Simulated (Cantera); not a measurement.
A perfectly stirred reactor is fed with CH4 : CO2 = 1 : 2.1 (molar parts), at 1.00 atm; it is held at 1600 K, and followed from long to short residence time.

Cantera simulation using GRI-Mech 3.0 (53 species, 325 reactions); the numbers are that mechanism's predictions, not measurements.

Q: Predict: x(CH4) at τ = 1.00 s; x(CO2) at τ = 1.00 s; x(C2H2) at τ = 1.00 s; x(CH4) at τ = 9.70 ms; x(CO2) at τ = 9.70 ms; x(C2H2) at τ = 9.70 ms.

A: 
- x(CH4) at τ = 1.00 s: 0.0434
- x(CO2) at τ = 1.00 s: 0.227
- x(C2H2) at τ = 1.00 s: 0.0592
- x(CH4) at τ = 9.70 ms: 0.275
- x(CO2) at τ = 9.70 ms: 0.647
- x(C2H2) at τ = 9.70 ms: 0.0123
